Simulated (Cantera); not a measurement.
An adiabatic, constant-volume homogeneous reactor starts with 5.81 % CO, 5.52 % H₂, 6.79 % O₂, 81.9 % N₂, equivalence ratio 0.83, at 1625 K and 1.38 atm.

Computed with Cantera and GRI-Mech 3.0 (53 species, 325 reactions).

x: mole fraction; the columns are a selection and need not sum to one.

```csv
t (s),T (K),P (bar),x CO,x H₂,x O₂,x N₂O,x O
6.00e-6,1625,1.40,0.0581,0.0551,0.0679,2.09e-11,3.35e-6
1.98e-5,1672,1.44,?,?,?,?,0.0111
6.52e-5,2005,1.69,0.0294,0.00739,0.0259,2.22e-7,0.0118
0.000215,2306,1.91,?,?,?,?,?
0.000709,2471,2.03,0.0125,0.00219,0.0170,4.72e-7,0.00171
0.00234,2499,2.05,0.0105,0.00179,0.0156,4.84e-7,0.00127
0.00770,2494,2.04,0.0105,0.00180,0.0147,4.86e-7,0.00120
0.0254,2489,2.04,0.0105,0.00182,0.0137,4.95e-7,0.00113
0.0837,2488,2.04,0.0105,0.00182,0.0136,4.97e-7,0.00112
0.276,2488,2.04,0.0105,0.00182,0.0136,4.97e-7,0.00112
0.910,2488,2.04,0.0105,0.00182,0.0136,4.97e-7,0.00112
3.00,2488,2.04,0.0105,0.00182,0.0136,4.97e-7,0.00112
```

Question: Some entries are withheld; supply them.

Answer: 
- 1.98e-5, x CO: 0.0533
- 1.98e-5, x H₂: 0.0124
- 1.98e-5, x O₂: 0.0423
- 1.98e-5, x N₂O: 7.97e-8
- 0.000215, x CO: 0.0212
- 0.000215, x H₂: 0.00438
- 0.000215, x O₂: 0.0213
- 0.000215, x N₂O: 3.46e-7
- 0.000215, x O: 0.00469
